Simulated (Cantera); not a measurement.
Stirred combustor or abatement burner

A perfectly stirred reactor is fed with 2.90 % CH₄, 0.900 % C₂H₆, 0.267 % C₃H₈, 20.2 % O₂, 75.8 % N₂, equivalence ratio 0.51, at 1200 Torr; it is adiabatic with a 573 K inlet, and is followed from long to short residence time, starting on the burning branch (τ in s: 0.38, 0.13, 0.048, 0.017, 0.0062, 0.0022, 0.00079, 0.00028, 0.0001, 3.6e-05, 1.3e-05, 4.6e-06).

Cantera simulation using GRI-Mech 3.0 (53 species, 325 reactions); the numbers are that mechanism's predictions, not measurements.

```tsv
τ (s)	T (K)	x CH₄	x C₂H₆	x C₃H₈	x NO	x CO	x OH
0.38	1730	2.29e-6	1.56e-7	4.28e-8	1.37e-5	8.98e-5	0.000514
0.13	1728	4.72e-6	3.45e-7	9.95e-8	1.09e-5	0.000183	0.000686
0.048	1725	8.99e-6	6.91e-7	2.06e-7	9.71e-6	0.000358	0.000917
0.017	1719	1.75e-5	1.39e-6	4.23e-7	8.42e-6	0.000721	0.00124
0.0062	1709	3.36e-5	2.70e-6	8.26e-7	6.71e-6	0.00142	0.00164
0.0022	1690	6.79e-5	5.43e-6	1.64e-6	4.96e-6	0.00286	0.00211
0.00079	1655	0.000147	1.16e-5	3.40e-6	3.59e-6	0.00577	0.00252
0.00028	1587	0.000408	3.13e-5	8.93e-6	2.05e-6	0.0123	0.00251
0.00010	573	0.0290	0.00900	0.00267	<1e-12	<1e-12	<1e-12
3.6e-5	573	0.0290	0.00900	0.00267	<1e-12	<1e-12	<1e-12
1.3e-5	573	0.0290	0.00900	0.00267	<1e-12	<1e-12	<1e-12
4.6e-6	573	0.0290	0.00900	0.00267	<1e-12	<1e-12	<1e-12
```
x: mole fraction; the columns are a selection and need not sum to one.
